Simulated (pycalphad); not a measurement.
Source of the numbers: pycalphad with the COST 507 light-alloy database (1999); pressure 1 atm. No gas phase is included, though pure Al would boil below 2777 °C. These are 1990s assessments: newer ones move some temperatures and phases. Not assessed as a whole: an extrapolation from subsystems, which can miss ternary compounds. Kinetics are ignored, which matters at the lower temperatures.

Molar enthalpy of Ti-13.44Al-1.231C (wt.%) in equilibrium (SER reference):

```tsv
T (°C)	H (kJ/mol)	phases
2777	96.27	LIQUID
2627	89.91	LIQUID
2477	83.55	LIQUID
2327	77.19	LIQUID
2177	70.84	LIQUID
2127	68.72	LIQUID
2027	61.72	LIQUID + FCC_A1
1877	51.44	LIQUID + FCC_A1
1727	43.14	LIQUID + FCC_A1
1677	26.55	BCC_A2 + FCC_A1
1627	24.70	BCC_A2 + FCC_A1
1577	22.89	BCC_A2 + FCC_A1
1427	17.64	BCC_A2 + FCC_A1
1277	12.63	BCC_A2 + FCC_A1
1127	4.44	HCP_A3 + FCC_A1
977	-3.33	ALM_D019 + FCC_A1
827	-8.71	ALM_D019 + FCC_A1
677	-13.86	ALM_D019 + FCC_A1
527	-18.73	ALM_D019 + FCC_A1
377	-23.23	ALM_D019 + FCC_A1
227	-27.46	ALM_D019 + FCC_A1
```

Cooling from 2127 °C to 1677 °C, across the freezing range, releases 42.2 kJ/mol, or 1010 J/g. The slope is 42 J/(mol K) in the liquid and 37 J/(mol K) just below the solidus, where it includes any heat of precipitation. Liquidus 2097 °C, solidus 1708 °C. Changes were sought between steps of 50 K, so a narrower field can be missed.

Database names, with the compositions (at.%) that they take in these runs: ALM_D019: Ti 75 Al 24. FCC_A1 is fcc; BCC_A2 is bcc; HCP_A3 is hcp. The fcc model also describes the rock-salt carbide or nitride (TiC, TiN, HfC).
